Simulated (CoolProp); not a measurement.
Vapour-liquid equilibrium of R125 (1) + fluoroethane (R161) (2) at 1.62 MPa; x and y are mole fractions of (1).

The numbers come from the multi-fluid Helmholtz-energy mixture model, Lemmon 2005 and Wu 2012; pair parameters Bell 2016 in CoolProp.

| x | bubble temperature (K) | y at the bubble point | dew temperature at overall composition x (K) | liquid density (mol/L) |
|---|---|---|---|---|
| 0.05 | 319.6 | 0.062 | 319.7 | 13.44 |
| 0.2 | 317.0 | 0.248 | 317.7 | 12.72 |
| 0.35 | 314.1 | 0.422 | 315.3 | 12.05 |
| 0.5 | 311.2 | 0.577 | 312.6 | 11.42 |
| 0.65 | 308.6 | 0.713 | 309.8 | 10.82 |
| 0.8 | 306.5 | 0.836 | 307.1 | 10.26 |
| 0.95 | 304.8 | 0.957 | 304.9 | 9.743 |

No azeotrope shows between x = 0.05 and 0.95.

The pair parameters rest on a limited set of measurements; away from them the model extrapolates. The gap from Raoult's law changes sign with composition, which may be real or a fault of the pair parameters; it wasn't checked against measurements.
